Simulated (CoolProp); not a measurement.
Vapour-liquid equilibrium of ethane (1) + C3F8 (R218) (2) at 0.153 MPa; x and y are mole fractions of (1).

Values from CoolProp's multi-fluid Helmholtz-energy mixture model, Bücker 2006 and Lemmon 2006; pair parameters Bell 2016.

```
x      bubble temperature (°C)  y at the bubble point  dew temperature at overall composition x (°C)  liquid density (mol/L)
-----  -----------------------  ---------------------  ---------------------------------------------  ----------------------
0.05                     -41.6                  0.479                                          -28.5                   8.869
0.125                    -57.4                  0.782                                          -30.4                   9.533
0.2                      -66.7                  0.881                                          -32.5                   10.10
0.275                    -71.8                  0.919                                          -34.6                   10.61
0.35                     -74.5                  0.935                                          -37.0                   11.12
0.425                    -76.0                  0.944                                          -39.5                   11.63
0.5                      -76.7                  0.948                                          -42.4                   12.17
0.575                    -77.2                  0.950                                          -45.5                   12.75
0.65                     -77.5                  0.953                                          -49.2                   13.40
0.725                    -77.9                  0.956                                          -53.5                   14.12
0.8                      -78.4                  0.961                                          -58.8                   14.94
0.875                    -79.1                  0.970                                          -66.0                   15.88
0.95                     -79.9                  0.985                                          -77.1                   16.95
```

No azeotrope shows between x = 0.05 and 0.95.

The pair parameters rest on a limited set of measurements; away from them the model extrapolates. With so large a gap from Raoult's law the liquid may split in two, which this calculation doesn't test in full.
